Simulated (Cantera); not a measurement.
**Equilibrium for iron carbonyl, mercury and lead vapours: PbO + H2**

Charge: 1 mol PbO, 5.2 mol H2, held at 0.0260 bar.

Cantera equilibrium calculation (NASA polynomials, part measured and part estimated; ideal gas, pure solids and liquids). Candidate condensed phases: H2O, Pb, PbO, PbO2, Pb3O4; 12 gas species. Kinetics and transport are ignored.

From 623 K to 1323 K the condensed part is Pb(l). From 1423 K to 1623 K nothing is condensed.

| T (K) | log p H2 | log p H2O | log p Pb | log p H | n Pb(l) |
|---|---|---|---|---|---|
| 623 | -1.68 | -2.30 | -10.68 | <-13 | 1.00 |
| 723 | -1.68 | -2.30 | -8.51 | <-13 | 1.000 |
| 823 | -1.68 | -2.30 | -6.87 | -11.97 | 1.000 |
| 923 | -1.68 | -2.30 | -5.60 | -10.45 | 0.999 |
| 1023 | -1.68 | -2.30 | -4.57 | -9.22 | 0.995 |
| 1123 | -1.68 | -2.30 | -3.74 | -8.21 | 0.963 |
| 1223 | -1.69 | -2.32 | -3.04 | -7.37 | 0.812 |
| 1323 | -1.74 | -2.36 | -2.45 | -6.67 | 0.187 |
| 1423 | -1.75 | -2.38 | -2.38 | -6.05 | 0 |
| 1523 | -1.75 | -2.38 | -2.38 | -5.51 | 0 |
| 1623 | -1.75 | -2.38 | -2.38 | -5.04 | 0 |
log p: log10 of the partial pressure in bar; n: condensed amount in mol.
